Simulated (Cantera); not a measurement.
A closed system holds: 1 mol C₃H₆, 0.65 mol H₂O, held at 0.100 bar.

Equilibrium computed with Cantera from the NASA thermochemical tables; the gas is ideal and each condensed phase is pure. Candidate condensed phases: C, C₆H₆, C₇H₈, C₈H₁₈, H₂O; 110 gas species. Kinetics and transport are ignored.

x: gas mole fraction; n: condensed amount in mol.

```csv
T (K),x H₂,x H,x CO,x C₂H₂ (acetylene),x C₂H,n C(graphite)
2473,0.783,0.0624,0.146,0.00755,___,2.28
2548,0.760,0.0853,0.145,0.0100,___,2.26
2623,0.730,0.114,0.143,0.0129,___,2.23
2698,0.695,0.149,0.140,0.0163,___,2.19
2773,0.652,0.190,0.137,0.0199,___,2.15
2848,0.604,0.237,0.133,0.0236,___,2.09
2923,0.549,0.290,0.129,0.0272,___,2.02
```

Fill in the missing entries.


- 2473, x C₂H: 4.08e-5
- 2548, x C₂H: 8.92e-5
- 2623, x C₂H: 0.000186
- 2698, x C₂H: 0.000368
- 2773, x C₂H: 0.000697
- 2848, x C₂H: 0.00127
- 2923, x C₂H: 0.00220
